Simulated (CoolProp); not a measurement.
A Linde-Hampson liquefier for methane: isothermal reversible compression at 280 K from 1 atm to 25 MPa, throttling to 1 atm, return gas leaving the recuperator 10 K below the feed. Each further row changes one setting.

Values from CoolProp's reference Helmholtz-energy equation of state, Setzmann 1991.

```csv
case,liquid yield per pass,compression work (kJ/kg of gas)
as stated,0.245,740
high pressure 50 MPa,0.267,839
warm-end temperature 310 K,0.182,842
warm-end gap 15 K,0.235,740
```
